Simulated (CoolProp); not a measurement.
Carbon dioxide along the isobar 39.2 MPa: density (kg/m³) from the reference equation and from simpler models built on Tc = 304.1 K, pc = 7.377 MPa, ω = 0.224; each cubic takes its own stable root.

Values from CoolProp's reference Helmholtz-energy equation of state, Span 1996.

```json
[
 {"T (K)": "228.7", "phase": "liquid", "reference": "1209", "van der Waals": "806.2", "Redlich-Kwong": "1117", "Soave-Redlich-Kwong": "1138", "Peng-Robinson": "1277"},
 {"T (K)": "235.1", "phase": "liquid", "reference": "1191", "van der Waals": "798.9", "Redlich-Kwong": "1102", "Soave-Redlich-Kwong": "1121", "Peng-Robinson": "1259"},
 {"T (K)": "241.5", "phase": "liquid", "reference": "1173", "van der Waals": "791.6", "Redlich-Kwong": "?", "Soave-Redlich-Kwong": "1105", "Peng-Robinson": "1240"},
 {"T (K)": "247.9", "phase": "liquid", "reference": "1154", "van der Waals": "784.3", "Redlich-Kwong": "1069", "Soave-Redlich-Kwong": "1088", "Peng-Robinson": "1220"},
 {"T (K)": "254.3", "phase": "liquid", "reference": "1136", "van der Waals": "776.8", "Redlich-Kwong": "1053", "Soave-Redlich-Kwong": "1070", "Peng-Robinson": "1200"},
 {"T (K)": "260.7", "phase": "liquid", "reference": "1117", "van der Waals": "769.3", "Redlich-Kwong": "1036", "Soave-Redlich-Kwong": "1052", "Peng-Robinson": "1179"},
 {"T (K)": "267.1", "phase": "liquid", "reference": "1098", "van der Waals": "761.7", "Redlich-Kwong": "1020", "Soave-Redlich-Kwong": "1034", "Peng-Robinson": "1158"},
 {"T (K)": "273.5", "phase": "liquid", "reference": "1078", "van der Waals": "754.1", "Redlich-Kwong": "1003", "Soave-Redlich-Kwong": "?", "Peng-Robinson": "1136"},
 {"T (K)": "280", "phase": "liquid", "reference": "1059", "van der Waals": "746.2", "Redlich-Kwong": "?", "Soave-Redlich-Kwong": "?", "Peng-Robinson": "1113"},
 {"T (K)": "286.4", "phase": "liquid", "reference": "1039", "van der Waals": "738.5", "Redlich-Kwong": "967.7", "Soave-Redlich-Kwong": "975.3", "Peng-Robinson": "1090"},
 {"T (K)": "292.8", "phase": "liquid", "reference": "1019", "van der Waals": "730.6", "Redlich-Kwong": "950.1", "Soave-Redlich-Kwong": "955.2", "Peng-Robinson": "1066"},
 {"T (K)": "299.2", "phase": "liquid", "reference": "998.2", "van der Waals": "722.7", "Redlich-Kwong": "932.4", "Soave-Redlich-Kwong": "934.7", "Peng-Robinson": "1042"},
 {"T (K)": "305.6", "phase": "supercritical", "reference": "?", "van der Waals": "714.7", "Redlich-Kwong": "914.5", "Soave-Redlich-Kwong": "913.8", "Peng-Robinson": "1017"},
 {"T (K)": "312", "phase": "supercritical", "reference": "956.6", "van der Waals": "706.6", "Redlich-Kwong": "896.6", "Soave-Redlich-Kwong": "892.7", "Peng-Robinson": "992.1"}
]
```

Task: Some entries are withheld; supply them.

Result: 
- 241.5, Redlich-Kwong: 1086
- 273.5, Soave-Redlich-Kwong: 1015
- 280, Redlich-Kwong: 985.1
- 280, Soave-Redlich-Kwong: 995.0
- 305.6, reference: 977.5
